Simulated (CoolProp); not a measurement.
A single-stage vapour-compression cycle with sulfur hexafluoride: evaporating at 262.15 K (dew point), condensing at 296.15 K (bubble point), superheat 2 K, subcooling 8 K, compressor efficiency 0.75, no pressure losses. Each further row changes one setting.

The numbers come from the reference Helmholtz-energy equation of state, Guder 2009 in CoolProp.

```json
[
 {"case": "as stated", "cooling COP": "4.57", "pressure ratio": "2.47", "discharge temperature (K)": "302.6", "refrigerating effect (kJ/kg)": "65.8", "volumetric capacity (kJ/m³)": "4860"},
 {"case": "evaporating temperature 267.15 K", "cooling COP": "5.65", "pressure ratio": "2.13", "discharge temperature (K)": "302.0", "refrigerating effect (kJ/kg)": "67.6", "volumetric capacity (kJ/m³)": "5820"},
 {"case": "condensing temperature 291.15 K", "cooling COP": "5.67", "pressure ratio": "2.19", "discharge temperature (K)": "296.9", "refrigerating effect (kJ/kg)": "71.3", "volumetric capacity (kJ/m³)": "5260"},
 {"case": "subcooling 13 K", "cooling COP": "4.96", "pressure ratio": "2.47", "discharge temperature (K)": "302.6", "refrigerating effect (kJ/kg)": "71.4", "volumetric capacity (kJ/m³)": "5270"},
 {"case": "superheat 12 K", "cooling COP": "4.68", "pressure ratio": "2.47", "discharge temperature (K)": "311.5", "refrigerating effect (kJ/kg)": "73.0", "volumetric capacity (kJ/m³)": "5030"},
 {"case": "compressor efficiency 0.65", "cooling COP": "3.96", "pressure ratio": "2.47", "discharge temperature (K)": "304.8", "refrigerating effect (kJ/kg)": "65.8", "volumetric capacity (kJ/m³)": "4860"}
]
```
